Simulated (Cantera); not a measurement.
# Low-pressure radical oxidation in H2/O2

An isothermal, constant-pressure homogeneous reactor starts with 4.35 % H2, 95.7 % O2, equivalence ratio 0.023, at 1275 K and 0.00276 atm.

Computed with Cantera and GRI-Mech 3.0 (53 species, 325 reactions). Radical loss at walls, strong at low pressure, is not modelled. The temperature is held fixed by assumption; the heat of reaction is taken as removed at once.

| t (s) | x H2 | x O2 | x OH | x H | x O |
|---|---|---|---|---|---|
| 2.00e-6 | 0.0435 | 0.957 | <1e-12 | 6.05e-11 | <1e-12 |
| 7.87e-6 | 0.0435 | 0.957 | 6.12e-12 | 2.34e-10 | 6.14e-12 |
| 3.10e-5 | 0.0435 | 0.957 | 8.91e-11 | 8.56e-10 | 9.03e-11 |
| 0.000122 | 0.0435 | 0.957 | 1.10e-9 | 2.71e-9 | 1.16e-9 |
| 0.000479 | 0.0435 | 0.957 | 1.02e-8 | 8.32e-9 | 1.22e-8 |
| 0.00189 | 0.0435 | 0.957 | 1.95e-7 | 1.06e-7 | 2.66e-7 |
| 0.00742 | 0.0393 | 0.953 | 0.00148 | 0.000854 | 0.00216 |
| 0.0292 | 0.000655 | 0.920 | 0.00381 | 0.00559 | 0.0318 |
| 0.115 | 0.000618 | 0.922 | 0.00370 | 0.00508 | 0.0298 |
| 0.452 | 0.000496 | 0.929 | 0.00333 | 0.00355 | 0.0233 |
| 1.78 | 0.000233 | 0.944 | 0.00230 | 0.00108 | 0.0105 |
| 7.00 | 4.02e-5 | 0.953 | 0.000959 | 7.53e-5 | 0.00176 |
x: mole fraction; the columns are a selection and need not sum to one.

Equilibrium at this temperature and pressure: H2 4.77e-8, O2 0.956, OH 3.32e-5, H 3.06e-9, O 2.08e-6 (gas phase only).
